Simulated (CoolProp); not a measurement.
Properties of CHF3 (R23) along the isotherm 60.75 °C.

Values from CoolProp's reference Helmholtz-energy equation of state, Penoncello 2003.

```json
[
 {"p (MPa)": "0.0764", "phase": "gas", "Z": "0.9961", "cv (kJ/(kg K))": "0.6631", "Joule-Thomson coefficient (K/MPa)": "9.176", "isothermal compressibility (1/MPa)": "13.14", "fugacity coefficient": "0.9961"},
 {"p (MPa)": "0.145", "phase": "gas", "Z": "0.9926", "cv (kJ/(kg K))": "0.6642", "Joule-Thomson coefficient (K/MPa)": "9.183", "isothermal compressibility (1/MPa)": "6.948", "fugacity coefficient": "0.9926"},
 {"p (MPa)": "0.275", "phase": "gas", "Z": "0.9858", "cv (kJ/(kg K))": "0.6664", "Joule-Thomson coefficient (K/MPa)": "9.195", "isothermal compressibility (1/MPa)": "3.689", "fugacity coefficient": "0.9860"},
 {"p (MPa)": "0.52", "phase": "gas", "Z": "0.9730", "cv (kJ/(kg K))": "0.6706", "Joule-Thomson coefficient (K/MPa)": "9.216", "isothermal compressibility (1/MPa)": "?", "fugacity coefficient": "0.9736"},
 {"p (MPa)": "0.987", "phase": "gas", "Z": "0.9482", "cv (kJ/(kg K))": "0.6789", "Joule-Thomson coefficient (K/MPa)": "9.252", "isothermal compressibility (1/MPa)": "?", "fugacity coefficient": "0.9501"},
 {"p (MPa)": "1.87", "phase": "gas", "Z": "0.8994", "cv (kJ/(kg K))": "?", "Joule-Thomson coefficient (K/MPa)": "9.296", "isothermal compressibility (1/MPa)": "0.5977", "fugacity coefficient": "0.9066"},
 {"p (MPa)": "3.55", "phase": "gas", "Z": "0.7993", "cv (kJ/(kg K))": "0.7329", "Joule-Thomson coefficient (K/MPa)": "9.247", "isothermal compressibility (1/MPa)": "0.3602", "fugacity coefficient": "0.8264"},
 {"p (MPa)": "6.72", "phase": "supercritical", "Z": "0.5782", "cv (kJ/(kg K))": "0.8263", "Joule-Thomson coefficient (K/MPa)": "7.932", "isothermal compressibility (1/MPa)": "0.2794", "fugacity coefficient": "0.6842"},
 {"p (MPa)": "12.7", "phase": "supercritical", "Z": "0.4255", "cv (kJ/(kg K))": "0.8247", "Joule-Thomson coefficient (K/MPa)": "1.877", "isothermal compressibility (1/MPa)": "?", "fugacity coefficient": "0.4842"},
 {"p (MPa)": "24.2", "phase": "supercritical", "Z": "0.6308", "cv (kJ/(kg K))": "?", "Joule-Thomson coefficient (K/MPa)": "0.3658", "isothermal compressibility (1/MPa)": "0.01105", "fugacity coefficient": "0.3536"}
]
```

**Question.** Some entries are withheld; supply them.

**Answer.** 
- 0.52, isothermal compressibility (1/MPa): 1.977
- 0.987, isothermal compressibility (1/MPa): 1.070
- 1.87, cv (kJ/(kg K)): 0.6957
- 12.7, isothermal compressibility (1/MPa): 0.04973
- 24.2, cv (kJ/(kg K)): 0.8026
